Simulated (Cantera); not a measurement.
An isothermal plug-flow reactor at 750 K and 320000 Pa (inlet), inlet velocity 0.3 m/s, active area per volume 290 1/m; feed CO : O₂ : N₂ = 0.029 : 0.17 : 0.79 (molar parts).

Computed with Cantera and Deutschmann's 1995 Pt surface mechanism with GRI-Mech 3.0 gas chemistry. Catalytic surfaces can have several steady states; this one follows from the mechanism file's or the stated starting coverage. Mass transfer to the wall is taken as infinitely fast.

Problem. Predict: x(CO) at z = 0.041 m; x(O₂) at z = 0.041 m; x(CO₂) at z = 0.041 m; θ(free Pt) at the exit; θ(O*) at the exit.

Solution. 
| Property | Value |
|---|---|
| x(CO) at z = 0.041 m | 0.00184 |
| x(O₂) at z = 0.041 m | 0.160 |
| x(CO₂) at z = 0.041 m | 0.0279 |
| θ(free Pt) at the exit | 0.00944 |
| θ(O*) at the exit | 0.990 |
